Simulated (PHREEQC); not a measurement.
Consider water at 25 °C with 0.033 mol/kgw H2SO4, 0.041 mol/kgw CaCl2 and 0.29 mol/kgw KBr. Closed to the air; pH follows from the charge balance.

Model: ion-association model, phreeqc.dat, run in PHREEQC.

Precipitation was switched off in this run.

Problem. Order these Ca species by the share of Ca that they hold, largest first: CaSO4, CaHSO4+, Ca+2.

Solution. Ca+2 (88 %), CaSO4 (8.7 %), CaHSO4+ (3.5 %)

Problem. Order these S species by the share of S that they hold, largest first: CaHSO4+, CaSO4, HSO4-, SO4-2, KSO4-.

Solution. HSO4- (38 %), SO4-2 (34 %), KSO4- (13 %), CaSO4 (11 %), CaHSO4+ (4.3 %)

The pH is 1.40 and the ionic strength 0.458 mol/kgw.
